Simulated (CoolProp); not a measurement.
Vapour-liquid equilibrium of CHF3 (R23) (1) + R143a (2) at 0.0904 MPa; x and y are mole fractions of (1).

Model: multi-fluid Helmholtz-energy mixture model, Penoncello 2003 and Lemmon and Jacobsen 2000; pair parameters Bell 2016, in CoolProp.

### Question
Give the bubble temperature and the first vapour's composition at x = 0.05, 0.2, 0.65. Is there an azeotrope?

### Answer
x = 0.05: 220.1 K, y = 0.191; x = 0.2: 211.1 K, y = 0.576; x = 0.65: 195.1 K, y = 0.929. No azeotrope shows between x = 0.05 and 0.95.

Pair parameters are fitted to limited data, so mixtures are less certain than the pure fluids. The gap from Raoult's law changes sign with composition, which may be real or a fault of the pair parameters; it wasn't checked against measurements.
